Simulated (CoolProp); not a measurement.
Vapour-liquid equilibrium of n-heptane (1) + n-dodecane (2) at 421.4 K; x and y are mole fractions of (1).

Values from CoolProp's multi-fluid Helmholtz-energy mixture model, Span 2003 and Lemmon 2004; pair parameters Bell 2016.

| x | bubble pressure (bar) | y at the bubble point | dew pressure at overall composition x (bar) | liquid density (mol/L) |
|---|---|---|---|---|
| 0.05 | 0.2881 | 0.520 | 0.1508 | 3.898 |
| 0.125 | 0.5186 | 0.750 | 0.1632 | 4.004 |
| 0.2 | 0.7614 | 0.841 | 0.1779 | 4.114 |
| 0.275 | 1.013 | 0.890 | 0.1955 | 4.228 |
| 0.35 | 1.270 | 0.920 | 0.2168 | 4.348 |
| 0.425 | 1.530 | 0.940 | 0.2435 | 4.472 |
| 0.5 | 1.792 | 0.954 | 0.2775 | 4.603 |
| 0.575 | 2.054 | 0.965 | 0.3226 | 4.738 |
| 0.65 | 2.316 | 0.974 | 0.3851 | 4.880 |
| 0.725 | 2.580 | 0.981 | 0.4777 | 5.028 |
| 0.8 | 2.847 | 0.987 | 0.6290 | 5.181 |
| 0.875 | 3.119 | 0.992 | 0.9208 | 5.341 |
| 0.95 | 3.400 | 0.997 | 1.711 | 5.506 |

No azeotrope shows between x = 0.05 and 0.95.

The pair parameters rest on a limited set of measurements; away from them the model extrapolates.
